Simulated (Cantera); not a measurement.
An isothermal, constant-pressure homogeneous reactor starts with C₂H₆ : H₂ : H₂O = 1 : 24 : 0.093 (molar parts), at 1075 K and 2.48 Torr.

Model: GRI-Mech 3.0 (53 species, 325 reactions), integrated in Cantera. GRI-Mech 3.0 stops at C3 and has no aromatics, soot or wall deposition, so with more carbon than oxygen in the feed, carbon stays in small species such as C2H2 where larger ones or solid carbon would form. Radical loss at walls, strong at low pressure, is not modelled.

Problem. Predict: x(C₂H₆) at 6.00 s; x(H₂) at 6.00 s; x(CH₄) at 6.00 s; x(CH₃) at 6.00 s; x(H) at 6.00 s.

Solution. 
```json
{
 "x(C₂H₆) at 6.00 s": "0.00191 (gas-phase equilibrium 1.70e-6)",
 "x(H₂) at 6.00 s": "0.950 (gas-phase equilibrium 0.924)",
 "x(CH₄) at 6.00 s": "0.0157 (gas-phase equilibrium 0.0694)",
 "x(CH₃) at 6.00 s": "2.60e-6 (gas-phase equilibrium 3.35e-7)",
 "x(H) at 6.00 s": "7.44e-6 (gas-phase equilibrium 2.47e-7)"
}
```
